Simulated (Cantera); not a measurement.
A perfectly stirred reactor is fed with 14.8 % CO, 5.04 % H₂, 16.9 % O₂, 63.3 % N₂, equivalence ratio 0.59, at 12.0 bar; it is adiabatic with a 525 K inlet, and is followed from long to short residence time, starting on the burning branch (τ in s: 0.047, 0.02, 0.0087, 0.0037, 0.0016, 0.0007, 0.0003, 0.00013, 5.6e-05).

Computed with Cantera and GRI-Mech 3.0 (53 species, 325 reactions). The hydrogen kinetics of GRI-Mech 3.0 are dated; newer H2 mechanisms differ, most at raised pressure. The pressure lies above the range GRI-Mech 3.0 was tuned for (to about 10 atm).

One state of this run: T (K) = 2053; x CO = 0.00569; x H₂ = 0.000263; x O₂ = 0.0791; x OH = 0.00218; x NO = 9.32e-5. x: mole fraction; the columns are a selection and need not sum to one.

Question: Which value of τ (s) does it belong to?
A. 0.0016
B. 0.020
C. 0.0087
D. 0.00070

Answer: D, 0.00070
